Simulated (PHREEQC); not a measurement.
NaOH is added in steps, without added water, to 1 kg of water holding 87 mmol/kgw H2SO4 and 0.1 mmol/kgw CuSO4, at 25 °C. Oxygen alone is held at its pressure in air (log pO2 = -0.68). The system is closed to CO2. The run lets Cu(OH)2, Brochantite, Antlerite, Mirabilite, Chalcanthite precipitate or redissolve, and no other solid.

Base run: PHREEQC, ion-association model, wateq4f.dat. Each further column changes one thing. The table gives HSO4- (mol/kgw).

```tsv
NaOH added (mol)	base	diluted 5-fold with water	CuSO4 left out	0.023 mol/kgw NaOH added	no solid may form
0	0.0689	0.00983	0.0689	0.0650	0.0689
0.0225	0.0651	0.00459	0.0651	0.0601	0.0651
0.045	0.0602	1.03e-12	0.0602	0.0538	0.0602
0.05625	0.0572	4.71e-13	0.0572	0.0500	0.0572
0.07875	0.0501	2.15e-13	0.0501	0.0410	0.0501
0.1013	0.0412	1.34e-13	0.0412	0.0301	0.0412
0.1237	0.0304	9.53e-14	0.0304	0.0175	0.0304
0.135	0.0243	8.27e-14	0.0243	0.0105	0.0243
0.1575	0.0108	6.47e-14	0.0108	6.04e-12	0.0108
0.18	6.57e-12	5.26e-14	6.34e-12	1.28e-12	6.58e-12
```

The database's constant for dissolved Cu(OH)2 is higher than later reviews accept.  In at least one series the solution becomes supersaturated in solids that the run did not let form, among them Cu(OH)2. Solids allowed in the column 'CuSO4 left out': Mirabilite.
